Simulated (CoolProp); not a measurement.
Vapour-liquid equilibrium of carbon dioxide (1) + isobutane (2) at 6.55 °C; x and y are mole fractions of (1).

The numbers come from the multi-fluid Helmholtz-energy mixture model, Span 1996 and Bücker 2006; pair parameters Kunz 2012 in CoolProp.

```json
[
 {"x": "0.05", "bubble pressure, mixture model (MPa)": "0.4419", "bubble pressure, Raoult's law (MPa)": "0.3934", "y, mixture model": "0.547", "y, Raoult's law": "0.525"},
 {"x": "0.125", "bubble pressure, mixture model (MPa)": "0.8191", "bubble pressure, Raoult's law (MPa)": "0.6883", "y, mixture model": "0.754", "y, Raoult's law": "0.750"},
 {"x": "0.2", "bubble pressure, mixture model (MPa)": "1.187", "bubble pressure, Raoult's law (MPa)": "0.9833", "y, mixture model": "0.830", "y, Raoult's law": "0.840"},
 {"x": "0.275", "bubble pressure, mixture model (MPa)": "1.531", "bubble pressure, Raoult's law (MPa)": "1.278", "y, mixture model": "0.868", "y, Raoult's law": "0.888"},
 {"x": "0.35", "bubble pressure, mixture model (MPa)": "1.842", "bubble pressure, Raoult's law (MPa)": "1.573", "y, mixture model": "0.891", "y, Raoult's law": "0.919"},
 {"x": "0.425", "bubble pressure, mixture model (MPa)": "2.119", "bubble pressure, Raoult's law (MPa)": "1.868", "y, mixture model": "0.907", "y, Raoult's law": "0.939"},
 {"x": "0.5", "bubble pressure, mixture model (MPa)": "2.368", "bubble pressure, Raoult's law (MPa)": "2.163", "y, mixture model": "0.918", "y, Raoult's law": "0.955"},
 {"x": "0.575", "bubble pressure, mixture model (MPa)": "2.599", "bubble pressure, Raoult's law (MPa)": "2.458", "y, mixture model": "0.928", "y, Raoult's law": "0.966"},
 {"x": "0.65", "bubble pressure, mixture model (MPa)": "2.823", "bubble pressure, Raoult's law (MPa)": "2.753", "y, mixture model": "0.937", "y, Raoult's law": "0.975"},
 {"x": "0.725", "bubble pressure, mixture model (MPa)": "3.052", "bubble pressure, Raoult's law (MPa)": "3.048", "y, mixture model": "0.946", "y, Raoult's law": "0.982"},
 {"x": "0.8", "bubble pressure, mixture model (MPa)": "3.298", "bubble pressure, Raoult's law (MPa)": "3.343", "y, mixture model": "0.957", "y, Raoult's law": "0.988"},
 {"x": "0.875", "bubble pressure, mixture model (MPa)": "3.573", "bubble pressure, Raoult's law (MPa)": "3.638", "y, mixture model": "0.970", "y, Raoult's law": "0.993"},
 {"x": "0.95", "bubble pressure, mixture model (MPa)": "3.889", "bubble pressure, Raoult's law (MPa)": "3.933", "y, mixture model": "0.986", "y, Raoult's law": "0.997"}
]
```

The largest gap from Raoult's law is +20.7 % in bubble pressure, at x = 0.2. No azeotrope shows between x = 0.05 and 0.95.

Pair parameters are fitted to limited data, so mixtures are less certain than the pure fluids. The gap from Raoult's law changes sign with composition, which may be real or a fault of the pair parameters; it wasn't checked against measurements.
